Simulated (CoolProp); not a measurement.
n-octane along the isotherm 500.9 K: Z from the reference equation and from simpler models built on Tc = 568.7 K, pc = 2.484 MPa, ω = 0.398; each cubic takes its own stable root.

The numbers come from the reference Helmholtz-energy equation of state, Beckmüller 2019 in CoolProp.

```csv
p (MPa),phase,reference,van der Waals,Redlich-Kwong,Soave-Redlich-Kwong,Peng-Robinson
2.48,liquid,0.1350,0.2316,0.1711,0.1604,0.1419
4.97,liquid,[?],0.4282,0.3205,0.3063,0.2718
7.45,liquid,0.3864,0.6129,0.4596,[?],0.3944
9.93,liquid,0.5062,0.7908,0.5926,0.5752,0.5124
12.4,liquid,0.6229,0.9633,[?],0.7025,0.6266
14.9,liquid,0.7387,1.134,0.8470,0.8283,0.7395
17.4,liquid,0.8527,1.302,0.9706,0.9515,0.8503
19.9,liquid,0.9650,1.468,1.092,1.073,0.9594
22.4,liquid,1.076,1.632,1.212,1.192,1.067
24.8,liquid,1.181,1.788,1.325,1.305,1.169
```

Q: What belongs in the gaps?

A: 
- 4.97, reference: 0.2632
- 7.45, Soave-Redlich-Kwong: 0.4435
- 12.4, Redlich-Kwong: 0.7207
